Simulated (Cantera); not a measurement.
Cantera run:

```python
import numpy as np
import cantera as ct

gas_names = """
    H H2 N NH NH2 NH3 N2 N2H2 N2H4 Si SiH SiH2 SiH3 SiH4 SiN Si2 Si2N Si3
""".split()
cond_names = """
    Si(cr) Si(L) Si3N4(a)
""".split()


# ... load() reads the species with a 1 bar reference pressure and builds the phases ...
atoms = {
    'SiH4': {'Si': 1, 'H': 4},
    'N2': {'N': 2},
}
top_T = {'Si3N4(a)': 2400}  # K; cautious upper limits of use, not melting points


# ... equilibrate(T, P, feed) seeds the gas with the atoms and calls Mixture.equilibrate('TP', solver="vcs", rtol=1e-11, max_steps=5000) ...
results = []
feed = {'SiH4': 1, 'N2': 4.6}  # mol
P = 1000  # Pa
for T in [948, 1048, 1148, 1248, 1348, 1448, 1548, 1648, 1748, 1848, 1948, 2048]:
    mix = equilibrate(T, P, feed)
    results.append((T, P, feed, dict(zip(mix.species_names, mix.species_moles))))

top = {s: max(r[3][s] / sum(r[3][g] for g in gas_names) for r in results) for s in gas_names}
cols = sorted((s for s in top if top[s] > 0.0001), key=lambda s: -top[s])[:7]
seen = [c for c in cond_names if any(r[3].get(c, 0) > 1e-12 for r in results)]
print("log10 of partial pressures in bar; condensed amounts in mol")
print(f"{'T/K':>10s}" + "".join(f"{s[:9]:>10s}" for s in cols + seen))
for T, P, feed, n in results:
    ng = sum(n[g] for g in gas_names)
    print(f"{T:10.4g}" + "".join(f"{np.log10(max(n[s] / ng * P / 1e5, 1e-99)):10.3f}" for s in cols)
          + "".join(f"{n.get(c, 0):10.4g}" for c in seen))
```

Result:

```
log10 of partial pressures in bar; condensed amounts in mol
       T/K        N2        H2         H        Si       SiH      Si2N       SiN     Si(L)  Si3N4(a)
       948    -2.179    -2.472   -10.517   -23.486   -22.662   -29.609   -22.852         0    0.3333
      1048    -2.179    -2.472    -9.348   -19.824   -19.401   -24.929   -19.608         0    0.3333
      1148    -2.179    -2.472    -8.381   -16.805   -16.714   -21.073   -16.934         0    0.3333
      1248    -2.179    -2.472    -7.567   -14.274   -14.462   -17.842   -14.694         0    0.3333
      1348    -2.179    -2.472    -6.872   -12.122   -12.549   -15.099   -12.790         0    0.3333
      1448    -2.179    -2.472    -6.272   -10.272   -10.905   -12.741   -11.152         0    0.3333
      1548    -2.179    -2.472    -5.748    -8.664    -9.477   -10.695    -9.730         0    0.3333
      1648    -2.179    -2.473    -5.287    -7.254    -8.225    -8.903    -8.484         0    0.3333
      1748    -2.179    -2.474    -4.878    -6.008    -7.120    -7.321    -7.382         0    0.3331
      1848    -2.158    -2.522    -4.536    -5.203    -6.465    -6.511    -6.695    0.9949         0
      1948    -2.159    -2.526    -4.210    -4.634    -6.011    -6.103    -6.243     0.982         0
      2048    -2.163    -2.534    -3.917    -4.122    -5.605    -5.737    -5.836    0.9425         0
```

Equilibrium computed with Cantera from the NASA thermochemical tables; the gas is ideal and each condensed phase is pure. N2 is the only nitrogen source here; it is nearly inert below about 1500 K, so the nitride shown seldom forms there in practice. The tables' values for SiN are old estimates; treat these amounts as uncertain. Gases not in the tables: Si2H6 and higher silanes.
